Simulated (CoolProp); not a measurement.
Vapour-liquid equilibrium of CH2F2 (R32) (1) + fluoroethane (R161) (2) at 19.3 kPa; x and y are mole fractions of (1).

Computed with CoolProp (multi-fluid Helmholtz-energy mixture model, Tillner-Roth 1997 and Wu 2012; pair parameters Bell 2016).

**Question.** Give the bubble temperature and the first vapour's composition at x = 0.05, 0.125, 0.2. Is there an azeotrope?

**Answer.** x = 0.05: -69.6 °C, y = 0.126; x = 0.125: -71.2 °C, y = 0.271; x = 0.2: -72.5 °C, y = 0.382. No azeotrope shows between x = 0.05 and 0.95.

Pair parameters are fitted to limited data, so mixtures are less certain than the pure fluids.
